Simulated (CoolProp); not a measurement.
The fluid at 298.15 K and 0.0576 MPa expands adiabatically to 0.00633 MPa with isentropic efficiency 0.7. The same conditions are run with several fluids, on thermodynamics alone (safety and materials aside).

Values from CoolProp's reference Helmholtz-energy equation of state of each fluid (R1336mzz(Z): McLinden 2020; C3F8 (R218): Lemmon 2006; C2F6 (R116): Lemmon 2006; R1233zd(E): Akasaka 2022).

```csv
fluid,work (kJ/kg),final temperature (K),final density (kg/m³)
R1336mzz(Z),21.4,269.7,0.466
C3F8 (R218),19.0,272.7,0.526
C2F6 (R116),25.3,263.6,0.399
R1233zd(E),26.4,261.1,0.382
```
